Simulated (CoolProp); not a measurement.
Computed with CoolProp (reference Helmholtz-energy equation of state, Thol 2016).

For hexamethyldisiloxane (MM), give the phase and the density (kg/m³), cp (kJ/(kg K)), speed of sound (m/s), expansivity (1/kK) at 249.75 °C and 5620 kPa.


- 249.75 °C and 5620 kPa: supercritical; density 496, cp 2.52, speed of sound 295, expansivity 3.43
